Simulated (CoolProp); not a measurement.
Vapour pressure (MPa) of carbonyl sulfide: the reference equation beside estimates from Tc = 105.6 °C, pc = 6.369 MPa, ω = 0.098. Clausius-Clapeyron is anchored at -47.15 °C with a constant enthalpy of vaporisation of 18.44 kJ/mol.

The numbers come from the reference Helmholtz-energy equation of state, Lemmon 2006 in CoolProp. It is a short technical equation, of lower accuracy than the large ones.

```json
[
 {"T (°C)": "-57.25", "reference": "0.07208", "Lee-Kesler": "0.07102", "Clausius-Clapeyron": "0.07346", "van der Waals": "0.4088", "Redlich-Kwong": "0.07451", "Soave-Redlich-Kwong": "0.07099", "Peng-Robinson": "(withheld)"},
 {"T (°C)": "-52.15", "reference": "0.09232", "Lee-Kesler": "0.09112", "Clausius-Clapeyron": "(withheld)", "van der Waals": "0.4699", "Redlich-Kwong": "0.09665", "Soave-Redlich-Kwong": "0.09106", "Peng-Robinson": "0.09380"},
 {"T (°C)": "-47.15", "reference": "0.1163", "Lee-Kesler": "0.1149", "Clausius-Clapeyron": "0.1163", "van der Waals": "(withheld)", "Redlich-Kwong": "0.1230", "Soave-Redlich-Kwong": "0.1148", "Peng-Robinson": "0.1177"},
 {"T (°C)": "-42.05", "reference": "0.1454", "Lee-Kesler": "0.1440", "Clausius-Clapeyron": "0.1444", "van der Waals": "0.6090", "Redlich-Kwong": "0.1552", "Soave-Redlich-Kwong": "0.1438", "Peng-Robinson": "0.1468"},
 {"T (°C)": "-37.05", "reference": "0.1792", "Lee-Kesler": "0.1778", "Clausius-Clapeyron": "0.1769", "van der Waals": "0.6872", "Redlich-Kwong": "0.1925", "Soave-Redlich-Kwong": "0.1775", "Peng-Robinson": "0.1805"},
 {"T (°C)": "-31.95", "reference": "0.2195", "Lee-Kesler": "0.2182", "Clausius-Clapeyron": "0.2157", "van der Waals": "(withheld)", "Redlich-Kwong": "0.2373", "Soave-Redlich-Kwong": "0.2179", "Peng-Robinson": "0.2207"},
 {"T (°C)": "-26.85", "reference": "0.2665", "Lee-Kesler": "0.2653", "Clausius-Clapeyron": "(withheld)", "van der Waals": "0.8670", "Redlich-Kwong": "0.2894", "Soave-Redlich-Kwong": "0.2649", "Peng-Robinson": "0.2675"},
 {"T (°C)": "-21.85", "reference": "0.3196", "Lee-Kesler": "0.3186", "Clausius-Clapeyron": "0.3122", "van der Waals": "0.9657", "Redlich-Kwong": "0.3483", "Soave-Redlich-Kwong": "0.3182", "Peng-Robinson": "0.3204"},
 {"T (°C)": "-16.75", "reference": "0.3817", "Lee-Kesler": "0.3809", "Clausius-Clapeyron": "0.3721", "van der Waals": "1.074", "Redlich-Kwong": "0.4170", "Soave-Redlich-Kwong": "0.3805", "Peng-Robinson": "0.3822"},
 {"T (°C)": "-11.75", "reference": "0.4510", "Lee-Kesler": "0.4505", "Clausius-Clapeyron": "0.4390", "van der Waals": "1.187", "Redlich-Kwong": "0.4934", "Soave-Redlich-Kwong": "0.4502", "Peng-Robinson": "0.4511"},
 {"T (°C)": "-6.65", "reference": "0.5309", "Lee-Kesler": "0.5309", "Clausius-Clapeyron": "0.5164", "van der Waals": "1.310", "Redlich-Kwong": "0.5814", "Soave-Redlich-Kwong": "0.5308", "Peng-Robinson": "0.5307"},
 {"T (°C)": "-1.65", "reference": "0.6190", "Lee-Kesler": "0.6194", "Clausius-Clapeyron": "0.6019", "van der Waals": "1.439", "Redlich-Kwong": "0.6781", "Soave-Redlich-Kwong": "0.6198", "Peng-Robinson": "0.6186"},
 {"T (°C)": "3.45", "reference": "0.7196", "Lee-Kesler": "0.7205", "Clausius-Clapeyron": "0.6997", "van der Waals": "1.579", "Redlich-Kwong": "0.7881", "Soave-Redlich-Kwong": "0.7216", "Peng-Robinson": "0.7190"}
]
```

### Question
Some entries are withheld; supply them.

### Answer

- -57.25, Peng-Robinson: 0.07352
- -52.15, Clausius-Clapeyron: 0.09311
- -47.15, van der Waals: 0.5357
- -31.95, van der Waals: 0.7736
- -26.85, Clausius-Clapeyron: 0.2610

Absolute difference from the reference over all 13 rows, mean and median: Lee-Kesler 0.6 and 0.5 %, Clausius-Clapeyron 1.9 and 2.1 %, van der Waals 250.9 and 225.3 %, Redlich-Kwong 7.8 and 8.6 %, Soave-Redlich-Kwong 0.7 and 0.6 %, Peng-Robinson 0.6 and 0.4 %.
